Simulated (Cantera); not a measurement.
**Equilibrium for hydrogen reduction and annealing atmospheres: CuO + H2**

Feed: 1 mol CuO, 7.5 mol H2, held at 1375 °C and 1.00 bar.

Method: chemical equilibrium by Gibbs-energy minimisation in Cantera with the NASA 1993 tables (ideal gas, pure condensed phases). Candidate condensed phases: Cu, CuO, Cu(OH)2, Cu2O, H2O; 12 gas species. Equilibrium is a limit: real reactors are often held back by kinetics, nucleation or transport.

| Item | Value |
|---|---|
| x(H2) | 0.867 |
| x(H2O) | 0.133 |
| x(H) | 8.30e-5 |
| x(Cu) | 7.92e-5 |
| n(Cu(l)) | 0.999 mol |
| gas amount | 7.501 mol |
